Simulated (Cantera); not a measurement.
## Equilibrium for abatement and gas-phase synthesis: PH3 + O2 + H2

Feed: 1 mol PH3, 3.2 mol O2, 2.1 mol H2, equilibrated at 11.0 Pa.

Cantera equilibrium calculation (NASA polynomials, part measured and part estimated; ideal gas, pure solids and liquids). Candidate condensed phases: H2O, P, P4O10; 17 gas species. Gases not in the tables: HPO2, HPO3 and P4O6. The numbers say what is thermodynamically allowed, not how fast it happens.

From 2000 K to 2900 K nothing is condensed.

```csv
T (K),x H2O,x H,x O,x PO2,x O2,x H2,x OH,x PO,x P
2000,0.576,0.0352,0.0196,0.174,0.0943,0.0516,0.0392,0.0109,7.94e-7
2100,0.461,0.0844,0.0427,0.150,0.104,0.0808,0.0573,0.0202,3.81e-6
2200,0.311,0.172,0.0851,0.117,0.109,0.102,0.0727,0.0320,1.47e-5
2300,0.160,0.292,0.150,0.0788,0.100,0.0998,0.0753,0.0442,4.87e-5
2400,0.0577,0.406,0.228,0.0458,0.0760,0.0716,0.0601,0.0547,0.000149
2500,0.0150,0.476,0.298,0.0234,0.0466,0.0395,0.0376,0.0627,0.000441
2600,0.00331,0.507,0.347,0.0108,0.0244,0.0192,0.0203,0.0674,0.00126
2700,0.000713,0.517,0.375,0.00466,0.0118,0.00912,0.0104,0.0680,0.00333
2800,0.000161,0.520,0.390,0.00195,0.00568,0.00444,0.00530,0.0643,0.00797
2900,3.92e-5,0.518,0.401,0.000779,0.00281,0.00223,0.00279,0.0556,0.0165
```
x: gas mole fraction; nothing condenses.
